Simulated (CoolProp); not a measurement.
Aqueous ethanol as a coolant, at 1 °C, 1 atm.

Model: Melinder's fits for secondary coolants, in CoolProp.

```json
[
 {"mass %": "4.5", "freezing point (°C)": "-1.8", "conductivity (W/(m K))": "0.536", "cp (kJ/(kg K))": "4.320", "Prandtl number": "18.5", "density (kg/m³)": "991.9"},
 {"mass %": "8.7", "freezing point (°C)": "-3.7", "conductivity (W/(m K))": "0.512", "cp (kJ/(kg K))": "4.384", "Prandtl number": "25.2", "density (kg/m³)": "986.4"},
 {"mass %": "12.8", "freezing point (°C)": "-6.0", "conductivity (W/(m K))": "0.488", "cp (kJ/(kg K))": "4.410", "Prandtl number": "33.1", "density (kg/m³)": "982.1"},
 {"mass %": "17", "freezing point (°C)": "-8.8", "conductivity (W/(m K))": "0.465", "cp (kJ/(kg K))": "4.398", "Prandtl number": "42.0", "density (kg/m³)": "978.3"},
 {"mass %": "21.2", "freezing point (°C)": "-12.1", "conductivity (W/(m K))": "0.442", "cp (kJ/(kg K))": "4.351", "Prandtl number": "51.0", "density (kg/m³)": "974.4"},
 {"mass %": "25.3", "freezing point (°C)": "-15.7", "conductivity (W/(m K))": "(withheld)", "cp (kJ/(kg K))": "4.276", "Prandtl number": "59.0", "density (kg/m³)": "970.1"},
 {"mass %": "29.5", "freezing point (°C)": "(withheld)", "conductivity (W/(m K))": "0.401", "cp (kJ/(kg K))": "(withheld)", "Prandtl number": "65.7", "density (kg/m³)": "965.1"},
 {"mass %": "33.7", "freezing point (°C)": "-23.7", "conductivity (W/(m K))": "0.381", "cp (kJ/(kg K))": "4.070", "Prandtl number": "70.6", "density (kg/m³)": "(withheld)"},
 {"mass %": "37.8", "freezing point (°C)": "-27.5", "conductivity (W/(m K))": "0.362", "cp (kJ/(kg K))": "3.960", "Prandtl number": "(withheld)", "density (kg/m³)": "952.6"},
 {"mass %": "42", "freezing point (°C)": "-31.3", "conductivity (W/(m K))": "(withheld)", "cp (kJ/(kg K))": "(withheld)", "Prandtl number": "74.7", "density (kg/m³)": "945.0"}
]
```

Question: Complete the blanks.

Answer: 
- 25.3, conductivity (W/(m K)): 0.421
- 29.5, freezing point (°C): -19.7
- 29.5, cp (kJ/(kg K)): 4.179
- 33.7, density (kg/m³): 959.2
- 37.8, Prandtl number: 73.5
- 42, conductivity (W/(m K)): 0.344
- 42, cp (kJ/(kg K)): 3.848
